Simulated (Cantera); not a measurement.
A perfectly stirred reactor is fed with 2.30 % CO, 0.266 % O₂, 8.86 % H₂O, 88.6 % N₂, at 0.237 atm; it is held at 1200 K, and followed from long to short residence time.

Model: GRI-Mech 3.0 (53 species, 325 reactions), integrated in Cantera.

x: mole fraction; the columns are a selection and need not sum to one.

| τ (s) | x CO | x O₂ | x H₂O | x H₂O₂ | x N₂O | x NO |
|---|---|---|---|---|---|---|
| 0.79 | 0.00546 | 1.98e-5 | 0.0764 | 3.35e-9 | 2.02e-10 | 2.16e-8 |
| 0.49 | 0.00572 | 2.66e-5 | 0.0767 | 4.58e-9 | 2.63e-10 | 2.66e-8 |
| 0.31 | 0.00601 | 3.58e-5 | 0.0769 | 6.16e-9 | 3.40e-10 | 3.24e-8 |
| 0.19 | 0.00641 | 4.99e-5 | 0.0773 | 8.43e-9 | 4.51e-10 | 3.97e-8 |
| 0.12 | 0.00686 | [?] | 0.0777 | [?] | 5.91e-10 | [?] |
| 0.073 | [?] | [?] | 0.0782 | [?] | 7.98e-10 | [?] |
| 0.046 | 0.00817 | 0.000148 | 0.0788 | 2.09e-8 | 1.06e-9 | 6.47e-8 |
| 0.028 | 0.00910 | 0.000227 | 0.0795 | 2.86e-8 | 1.45e-9 | 7.16e-8 |
| 0.018 | 0.0101 | 0.000336 | 0.0802 | 3.77e-8 | 1.92e-9 | 7.41e-8 |
| 0.011 | 0.0115 | 0.000525 | 0.0812 | 5.04e-8 | 2.59e-9 | 6.98e-8 |
| 0.0068 | 0.0133 | 0.000806 | 0.0824 | 6.47e-8 | 3.36e-9 | 5.66e-8 |

### Question
Fill in the missing entries.

### Answer

- 0.12, x O₂: 6.95e-5
- 0.12, x H₂O₂: 1.13e-8
- 0.12, x NO: 4.74e-8
- 0.073, x CO: 0.00747
- 0.073, x O₂: 0.000102
- 0.073, x H₂O₂: 1.55e-8
- 0.073, x NO: 5.65e-8
